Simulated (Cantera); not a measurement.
An adiabatic, constant-pressure homogeneous reactor starts with H₂ : O₂ : N₂ : H₂O = 1 : 0.417 : 3.5 : 0.42 (molar parts), equivalence ratio 1.2, at 1175 K and 9750 Torr.

Cantera simulation using the H2/O2 subset of GRI-Mech 3.0, which has no nitrogen chemistry; the numbers are that mechanism's predictions, not measurements. The hydrogen kinetics of GRI-Mech 3.0 are dated; newer H2 mechanisms differ, most at raised pressure. The pressure lies above the range GRI-Mech 3.0 was tuned for (to about 10 atm).

x: mole fraction; the columns are a selection and need not sum to one.

```
t (s)     T (K)    x H₂     x O₂   x H₂O   x H₂O₂    x HO₂
--------  -----  ------  -------  ------  -------  -------
6.00e-6    1175   0.187   0.0781  0.0787  3.88e-9        ?
1.48e-5    1175   0.187   0.0781  0.0787  2.28e-8        ?
3.64e-5    1175   0.187   0.0781  0.0787  1.31e-7        ?
8.97e-5    1175   0.187   0.0781  0.0787  9.91e-7        ?
0.000221   1176   0.187   0.0780  0.0789  3.56e-5        ?
0.000545   2258  0.0338  1.25e-5   0.254  1.31e-8  1.50e-8
0.00134    2258  0.0338  1.17e-5   0.254  1.25e-8  1.40e-8
0.00331    2258  0.0338  1.17e-5   0.254  1.25e-8  1.40e-8
0.00814    2258  0.0338  1.17e-5   0.254  1.25e-8  1.40e-8
0.0201     2258  0.0338  1.17e-5   0.254  1.25e-8  1.40e-8
0.0494     2258  0.0338  1.17e-5   0.254  1.25e-8  1.40e-8
0.122      2258  0.0338  1.17e-5   0.254  1.25e-8  1.40e-8
0.300      2258  0.0338  1.17e-5   0.254  1.25e-8  1.40e-8
```

### Question
What belongs in the gaps?

### Answer

- 6.00e-6, x HO₂: 1.17e-7
- 1.48e-5, x HO₂: 3.06e-7
- 3.64e-5, x HO₂: 9.17e-7
- 8.97e-5, x HO₂: 4.51e-6
- 0.000221, x HO₂: 5.94e-5
